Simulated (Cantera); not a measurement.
A Cantera script and what it prints.

```python
import numpy as np
import cantera as ct

gas_names = """
    O O2 O3 S SO SO2 SO3 S2 S2O S8
""".split()
cond_names = """
    S(cr1) S(cr2) S(L)
""".split()


# ... load() reads the species with a 1 bar reference pressure and builds the phases ...
atoms = {
    'SO2': {'S': 1, 'O': 2},
    'O2': {'O': 2},
}
top_T = {}  # K; cautious upper limits of use, not melting points


# ... equilibrate(T, P, feed) seeds the gas with the atoms and calls Mixture.equilibrate('TP', solver="vcs", rtol=1e-11, max_steps=5000) ...
results = []
feed = {'SO2': 1, 'O2': 0.3}  # mol
T = 2325  # K
for P in [10, 200, 3900, 77000, 1500000, 30000000]:
    mix = equilibrate(T, P, feed)
    results.append((T, P, feed, dict(zip(mix.species_names, mix.species_moles))))
    x = sorted(zip(gas.X, gas.species_names), reverse=True)
    print(f"T = {T:g} K  P = {P:g} Pa  gas = {mix.phase_moles(0):.4g} mol")
    print("   x: " + "  ".join(f"{s} {v:.3e}" for v, s in x if v > 1e-06))
    print("   condensed (mol): " + ("  ".join(f"{mix.phase(i).name} {mix.phase_moles(i):.4g}"
          for i in range(1, mix.n_phases) if mix.phase_moles(i) > 1e-12) or "none"))
```

Output:

```
T = 2325 K  P = 10 Pa  gas = 1.687 mol
   x: SO2 3.926e-01  O 2.369e-01  SO 1.778e-01  O2 1.706e-01  S 2.207e-02  S2 1.233e-04  SO3 4.175e-06  S2O 3.239e-06
   condensed (mol): none
T = 2325 K  P = 200 Pa  gas = 1.384 mol
   x: SO2 6.615e-01  O2 2.179e-01  O 5.986e-02  SO 5.927e-02  S 1.456e-03  SO3 3.556e-05  S2 1.073e-05  S2O 1.425e-06
   condensed (mol): none
T = 2325 K  P = 3900 Pa  gas = 1.319 mol
   x: SO2 7.432e-01  O2 2.279e-01  SO 1.474e-02  O 1.386e-02  SO3 1.804e-04  S 8.020e-05
   condensed (mol): none
T = 2325 K  P = 77000 Pa  gas = 1.304 mol
   x: SO2 7.628e-01  O2 2.298e-01  SO 3.391e-03  O 3.133e-03  SO3 8.264e-04  S 4.134e-06
   condensed (mol): none
T = 2325 K  P = 1.5e+06 Pa  gas = 1.299 mol
   x: SO2 7.656e-01  O2 2.292e-01  SO3 3.656e-03  SO 7.723e-04  O 7.090e-04
   condensed (mol): none
T = 2325 K  P = 3e+07 Pa  gas = 1.29 mol
   x: SO2 7.591e-01  O2 2.246e-01  SO3 1.604e-02  SO 1.730e-04  O 1.569e-04
   condensed (mol): none
```

These are equilibrium values from Cantera (NASA tables, ideal gas, pure condensed phases), not measurements of a reactor. The ideal-gas law is rough above about 30 bar.
